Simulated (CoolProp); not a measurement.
Computed with CoolProp (reference Helmholtz-energy equation of state, Jacobsen 1992).

Question: For R11, give the phase and the viscosity (µPa s) at 500 K and 58.8 kPa; 500 K and 2290 kPa; 500 K and 11000 kPa.

Answer: 
- 500 K and 58.8 kPa: gas; viscosity 17.3
- 500 K and 2290 kPa: gas; viscosity 17.9
- 500 K and 11000 kPa: supercritical; viscosity 90.9

Viscosity comes from a separate model (Klein 1997), an estimate that may be off by 10 % or more.
